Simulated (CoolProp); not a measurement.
Vapour-liquid equilibrium of benzene (1) + n-nonane (2) at 119 kPa; x and y are mole fractions of (1).

Model: multi-fluid Helmholtz-energy mixture model, Thol 2012 and Lemmon 2006; pair parameters Bell 2016, in CoolProp.

| x | bubble temperature (°C) | y at the bubble point | dew temperature at overall composition x (°C) | liquid density (mol/L) |
|---|---|---|---|---|
| 0.05 | 145.3 | ? | 155.1 | 4.909 |
| 0.15 | 128.4 | 0.597 | 151.2 | 5.303 |
| 0.25 | 117.3 | 0.740 | ? | 5.696 |
| 0.35 | 109.7 | ? | 142.4 | 6.106 |
| 0.45 | 104.2 | 0.866 | 137.3 | 6.551 |
| 0.55 | 99.8 | 0.900 | 131.4 | 7.045 |
| 0.65 | 96.1 | 0.927 | 124.6 | 7.602 |
| 0.75 | 92.8 | 0.950 | 116.4 | 8.239 |
| 0.85 | 89.7 | 0.971 | 106.0 | ? |
| 0.95 | 86.8 | 0.990 | 92.8 | 9.845 |

Some entries are withheld; supply them.


- 0.05, y at the bubble point: 0.288
- 0.25, dew temperature at overall composition x (°C): 147.0
- 0.35, y at the bubble point: 0.817
- 0.85, liquid density (mol/L): 8.978

No azeotrope shows between x = 0.05 and 0.95.

The pair parameters rest on a limited set of measurements; away from them the model extrapolates.
